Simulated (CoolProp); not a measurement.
Vapour-liquid equilibrium of R152A (1) + n-pentane (2) at 258.8 K; x and y are mole fractions of (1).

Model: multi-fluid Helmholtz-energy mixture model, Outcalt 1996 and Thol 2019; pair parameters Bell 2016, in CoolProp.

| x | bubble pressure, mixture model (MPa) | bubble pressure, Raoult's law (MPa) | y, mixture model | y, Raoult's law |
|---|---|---|---|---|
| 0.05 | 0.04565 | 0.01921 | 0.740 | 0.397 |
| 0.2 | 0.1033 | 0.04028 | 0.894 | 0.758 |
| 0.35 | 0.1242 | 0.06135 | 0.917 | 0.871 |
| 0.5 | 0.1308 | 0.08243 | 0.924 | 0.926 |
| 0.65 | 0.1344 | 0.1035 | 0.929 | 0.959 |
| 0.8 | 0.1399 | 0.1246 | 0.941 | 0.980 |
| 0.95 | 0.1491 | 0.1456 | 0.976 | 0.996 |

The largest gap from Raoult's law is +156.5 % in bubble pressure, at x = 0.2. No azeotrope shows between x = 0.05 and 0.95.

Pair parameters are fitted to limited data, so mixtures are less certain than the pure fluids. With so large a gap from Raoult's law the liquid may split in two, which this calculation doesn't test in full.
